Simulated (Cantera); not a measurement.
Input (Python, Cantera) and output of one run.

```python
import numpy as np
import cantera as ct

gas_names = """
    Hg N N2
""".split()
cond_names = """
    Hg(cr) Hg(L)
""".split()


# ... load() reads the species with a 1 bar reference pressure and builds the phases ...
atoms = {
    'Hg': {'Hg': 1},
    'N2': {'N': 2},
}
top_T = {}  # K; cautious upper limits of use, not melting points


# ... equilibrate(T, P, feed) seeds the gas with the atoms and calls Mixture.equilibrate('TP', solver="vcs", rtol=1e-11, max_steps=5000) ...
results = []
feed = {'Hg': 1, 'N2': 6.7}  # mol
T = 1348  # K
P = 2600  # Pa
mix = equilibrate(T, P, feed)
results.append((T, P, feed, dict(zip(mix.species_names, mix.species_moles))))
x = sorted(zip(gas.X, gas.species_names), reverse=True)
print(f"T = {T:g} K  P = {P:g} Pa  gas = {mix.phase_moles(0):.4g} mol")
print("   x: " + "  ".join(f"{s} {v:.3e}" for v, s in x if v > 0.001))
print("   condensed (mol): " + ("  ".join(f"{mix.phase(i).name} {mix.phase_moles(i):.4g}"
      for i in range(1, mix.n_phases) if mix.phase_moles(i) > 1e-12) or "none"))
```

It prints:

```
T = 1348 K  P = 2600 Pa  gas = 7.7 mol
   x: N2 8.701e-01  Hg 1.299e-01
   condensed (mol): none
```

Cantera equilibrium calculation (NASA polynomials, part measured and part estimated; ideal gas, pure solids and liquids).
